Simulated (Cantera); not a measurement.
# Ignition delay

Mixture: CH3OH : O2 : N2 : H2O = 1 : 0.789 : 2.13 : 0.25 (molar parts), equivalence ratio 1.9, at 350000 Pa, adiabatic and at constant pressure. Ignition delay is the time to a rise of 400 K.

Computed with Cantera and GRI-Mech 3.0 (53 species, 325 reactions). GRI-Mech 3.0 was tuned for natural gas; its chemistry of methanol as a main component is partial and can be far from experiment.

```tsv
T0 (K)	delay (ms)
1125	9.15
1200	2.37
1275	0.724
1350	0.256
1425	0.103
```

```json
{
  "apparent activation energy between 1275 and 1425 K": "200 kJ/mol"
}
```
